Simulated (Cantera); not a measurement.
A closed system holds: 1 mol N2O, a varied amount of SO2, 1.8 mol H2, equilibrated at 1525 K and 133 Pa.

Equilibrium computed with Cantera from the NASA thermochemical tables; the gas is ideal and each condensed phase is pure. Candidate condensed phases: H2O, H2SO4, S; 35 gas species. Equilibrium is a limit: real reactors are often held back by kinetics, nucleation or transport.

At 0.19 mol SO2, list the 6 most abundant gas species with their mole fractions, and the condensed phases.

H2O 0.403, N2 0.340, H2 0.205, SO2 0.0312, S2 0.0131, SO 0.00315. Condensed: gas only.
